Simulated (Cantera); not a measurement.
Catalytic combustion on Pt

An isothermal plug-flow reactor at 925 K and 100000 Pa (inlet), inlet velocity 0.44 m/s, active area per volume 220 1/m; feed CO : O2 : N2 = 0.0069 : 0.049 : 0.79 (molar parts), equivalence ratio 0.070.

Model: Deutschmann's 1995 Pt surface mechanism with GRI-Mech 3.0 gas chemistry, integrated in Cantera. Catalytic surfaces can have several steady states; this one follows from the mechanism file's or the stated starting coverage. Mass transfer to the wall is taken as infinitely fast.

```csv
z (m),x CO,x O2,x H2O,x CO2,θ free Pt,θ O*
0.00013,0.00141,0.0547,<1e-12,0.00678,0.177,0.822
0.00028,0.000699,0.0544,<1e-12,0.00749,0.160,0.839
0.00059,0.000201,0.0542,<1e-12,0.00799,0.152,0.848
0.0013,1.40e-5,0.0541,<1e-12,0.00818,0.149,0.851
0.0028,5.42e-8,0.0541,<1e-12,0.00819,0.149,0.851
0.0059,<1e-12,0.0541,<1e-12,0.00819,0.149,0.851
0.013,<1e-12,0.0541,<1e-12,0.00819,0.149,0.851
```
x: gas mole fraction; θ: surface coverage.
